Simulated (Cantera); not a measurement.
# Hydrogen reduction and annealing atmospheres: Cr₂O₃ + H₂ + N₂

Input: 1 mol Cr₂O₃, 2.6 mol H₂, 0.61 mol N₂, at 1625 K and 10.0 mbar.

Cantera equilibrium calculation (NASA polynomials, part measured and part estimated; ideal gas, pure solids and liquids). Candidate condensed phases: Cr, CrN, Cr₂N, Cr₂O₃, H₂O; 29 gas species. Mutual solubility and eutectic melting of coexisting phases are not modelled. The numbers say what is thermodynamically allowed, not how fast it happens.

The x(H₂) comes out as 0.807. The x(N₂) is 0.190 and the x(H₂O) comes out as 0.00215. The x(H) is 0.000634, the x(Cr) is 0.000600 and the n(Cr(s)) is 0.00267 mol. The n(Cr₂O₃(s)) is 0.998 mol. The gas amount is 3.213 mol and the log10 activity of Cr₂N(s) (absent) is -1.02.
